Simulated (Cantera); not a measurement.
A perfectly stirred reactor is fed with CH₄ : O₂ : N₂ = 1 : 1.43 : 5.37 (molar parts), at 1.00 bar; it is adiabatic with a 698 K inlet, and is followed from long to short residence time, starting on the burning branch (τ in s: 0.3, 0.1, 0.035, 0.012, 0.004, 0.0014, 0.00046, 0.00016, 5.4e-05, 1.8e-05, 6.2e-06).

Model: GRI-Mech 3.0 (53 species, 325 reactions), integrated in Cantera.

### Question
What does this change do: 0.23 parts H2O added?

### Answer
```json
[
 {"quantity": "blow-out, bracketed by the residence times tried", "before": "burning at 0.160 ms, out at 54.0 µs", "after": "burning at 0.160 ms, out at 54.0 µs"},
 {"quantity": "x(CH₄) at τ = 0.300 s", "before": "8.50e-6", "after": "1.22e-5"},
 {"quantity": "x(O₂) at τ = 0.300 s", "before": "4.89e-5", "after": "4.39e-5"},
 {"quantity": "x(C₂H) at τ = 0.300 s", "before": "5.92e-11", "after": "7.90e-11"},
 {"quantity": "x(CH₃) at τ = 0.300 s", "before": "5.02e-6", "after": "6.17e-6"},
 {"quantity": "x(NO) at τ = 0.300 s", "before": "0.000245", "after": "0.000211"},
 {"quantity": "x(CH₄) at τ = 1.40 ms", "before": "0.000215", "after": "0.000254"},
 {"quantity": "x(O₂) at τ = 1.40 ms", "before": "0.00131", "after": "0.00140"},
 {"quantity": "x(C₂H) at τ = 1.40 ms", "before": "6.29e-8", "after": "6.49e-8"},
 {"quantity": "x(CH₃) at τ = 1.40 ms", "before": "0.000198", "after": "0.000218"},
 {"quantity": "x(NO) at τ = 1.40 ms", "before": "0.000391", "after": "0.000334"}
]
```

### Question
What does this change do: inlet temperature 698 to 400 K?

### Answer
```tsv
quantity	before	after
blow-out, bracketed by the residence times tried	burning at 0.160 ms, out at 54.0 µs	burning at 0.460 ms, out at 0.160 ms
x(CH₄) at τ = 0.300 s	8.50e-6	7.54e-5
x(O₂) at τ = 0.300 s	4.89e-5	4.50e-5
x(C₂H) at τ = 0.300 s	5.92e-11	9.99e-10
x(CH₃) at τ = 0.300 s	5.02e-6	2.10e-5
x(NO) at τ = 0.300 s	0.000245	0.000128
x(CH₄) at τ = 1.40 ms	0.000215	0.00108
x(O₂) at τ = 1.40 ms	0.00131	0.00272
x(C₂H) at τ = 1.40 ms	6.29e-8	3.29e-7
x(CH₃) at τ = 1.40 ms	0.000198	0.000632
x(NO) at τ = 1.40 ms	0.000391	0.000142
```

### Question
What does this change do: pressure from 1.00 bar to 5.00 bar?

### Answer
```json
[
 {"quantity": "blow-out, bracketed by the residence times tried", "before": "burning at 0.160 ms, out at 54.0 µs", "after": "burning at 0.160 ms, out at 54.0 µs"},
 {"quantity": "x(CH₄) at τ = 0.300 s", "before": "8.50e-6", "after": "1.09e-5"},
 {"quantity": "x(O₂) at τ = 0.300 s", "before": "4.89e-5", "after": "1.26e-5"},
 {"quantity": "x(C₂H) at τ = 0.300 s", "before": "5.92e-11", "after": "2.89e-11"},
 {"quantity": "x(CH₃) at τ = 0.300 s", "before": "5.02e-6", "after": "3.09e-6"},
 {"quantity": "x(NO) at τ = 0.300 s", "before": "0.000245", "after": "0.000101"},
 {"quantity": "x(CH₄) at τ = 1.40 ms", "before": "0.000215", "after": "0.000632"},
 {"quantity": "x(O₂) at τ = 1.40 ms", "before": "0.00131", "after": "0.000796"},
 {"quantity": "x(C₂H) at τ = 1.40 ms", "before": "6.29e-8", "after": "1.42e-7"},
 {"quantity": "x(CH₃) at τ = 1.40 ms", "before": "0.000198", "after": "0.000268"},
 {"quantity": "x(NO) at τ = 1.40 ms", "before": "0.000391", "after": "0.000281"}
]
```
